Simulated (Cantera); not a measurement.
Low-pressure radical oxidation in H2/O2

An isothermal, constant-pressure homogeneous reactor starts with H2 : O2 = 0.017 : 1 (molar parts), equivalence ratio 0.0085, at 1000 K and 1100 Pa.

Detailed kinetics in Cantera: GRI-Mech 3.0 (53 species, 325 reactions). Radical loss at walls, strong at low pressure, is not modelled.

```json
[
 {"t (s)": "1.00e-6", "x H2": "0.0167", "x O2": "0.983", "x H2O": "<1e-12", "x OH": "<1e-12", "x HO2": "<1e-12", "x H": "<1e-12"},
 {"t (s)": "7.32e-6", "x H2": "0.0167", "x O2": "0.983", "x H2O": "<1e-12", "x OH": "<1e-12", "x HO2": "<1e-12", "x H": "<1e-12"},
 {"t (s)": "5.35e-5", "x H2": "0.0167", "x O2": "0.983", "x H2O": "<1e-12", "x OH": "1.03e-12", "x HO2": "7.05e-12", "x H": "6.02e-12"},
 {"t (s)": "0.000391", "x H2": "0.0167", "x O2": "0.983", "x H2O": "1.27e-11", "x OH": "2.86e-11", "x HO2": "5.19e-11", "x H": "2.74e-11"},
 {"t (s)": "0.00286", "x H2": "0.0167", "x O2": "0.983", "x H2O": "3.14e-9", "x OH": "1.45e-9", "x HO2": "4.17e-10", "x H": "7.34e-10"},
 {"t (s)": "0.0210", "x H2": "0.00156", "x O2": "0.973", "x H2O": "0.0132", "x OH": "0.00127", "x HO2": "3.85e-6", "x H": "0.00273"},
 {"t (s)": "0.153", "x H2": "2.73e-5", "x O2": "0.981", "x H2O": "0.0166", "x OH": "0.000247", "x HO2": "1.42e-6", "x H": "0.000123"},
 {"t (s)": "1.12", "x H2": "8.58e-7", "x O2": "0.983", "x H2O": "0.0168", "x OH": "4.59e-5", "x HO2": "2.19e-7", "x H": "8.02e-7"},
 {"t (s)": "8.20", "x H2": "2.48e-8", "x O2": "0.983", "x H2O": "0.0169", "x OH": "8.41e-6", "x HO2": "1.50e-8", "x H": "4.83e-9"},
 {"t (s)": "60.0", "x H2": "1.49e-9", "x O2": "0.983", "x H2O": "0.0169", "x OH": "2.15e-6", "x HO2": "1.23e-9", "x H": "8.12e-11"}
]
```
x: mole fraction; the columns are a selection and need not sum to one.

Equilibrium at this temperature and pressure: H2 1.43e-11, O2 0.983, H2O 0.0169, OH 2.15e-7, HO2 3.94e-10, H <1e-12 (gas phase only).
